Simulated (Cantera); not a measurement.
Mixture: CH4 : C2H6 : C3H8 : O2 : N2 : CO2 = 1 : 0.11 : 0.037 : 1.98 : 11.7 : 3.5 (molar parts), equivalence ratio 1.3, at 31.6 atm, adiabatic and at constant volume. Ignition delay is the time to a rise of 400 K.

Computed with Cantera and GRI-Mech 3.0 (53 species, 325 reactions). The pressure lies above the range GRI-Mech 3.0 was tuned for (to about 10 atm).

Problem. What does this change do: N2 11.7 to 6.2 parts?

Solution. 
| quantity | before | after |
|---|---|---|
| delay at 1000 K | 10.6 ms | 8.28 ms |
| delay at 1075 K | 2.94 ms | 2.24 ms |
| delay at 1150 K | 1.02 ms | 0.758 ms |
| delay at 1225 K | 0.417 ms | 0.303 ms |
| delay at 1300 K | 0.193 ms | 0.137 ms |
| delay at 1375 K | 97.0 µs | 67.0 µs |
| delay at 1450 K | 51.1 µs | 34.7 µs |
| apparent activation energy between 1300 and 1450 K | 140 kJ/mol | 140 kJ/mol |

Problem. What does this change do: N2 11.7 to 7 parts?

Solution. 
| quantity | before | after |
|---|---|---|
| delay at 1000 K | 10.6 ms | 8.64 ms |
| delay at 1075 K | 2.94 ms | 2.35 ms |
| delay at 1150 K | 1.02 ms | 0.796 ms |
| delay at 1225 K | 0.417 ms | 0.320 ms |
| delay at 1300 K | 0.193 ms | 0.145 ms |
| delay at 1375 K | 97.0 µs | 71.2 µs |
| delay at 1450 K | 51.1 µs | 36.9 µs |
| apparent activation energy between 1300 and 1450 K | 140 kJ/mol | 140 kJ/mol |
